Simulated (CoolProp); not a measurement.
Model: reference Helmholtz-energy equation of state, Schmidt 1985, in CoolProp.

Question: For oxygen, give the phase and the cp (kJ/(kg K)), cv (kJ/(kg K)), speed of sound (m/s), Prandtl number at 157 K and 8.3 bar; 205 K and 8.3 bar.

Answer: 
- 157 K and 8.3 bar: gas; cp 0.992, cv 0.668, speed of sound 232, Prandtl number 0.790
- 205 K and 8.3 bar: gas; cp 0.946, cv 0.657, speed of sound 271, Prandtl number 0.751

Viscosity comes from a separate model (Lemmon 2004). Thermal conductivity comes from a separate model (Lemmon 2004).
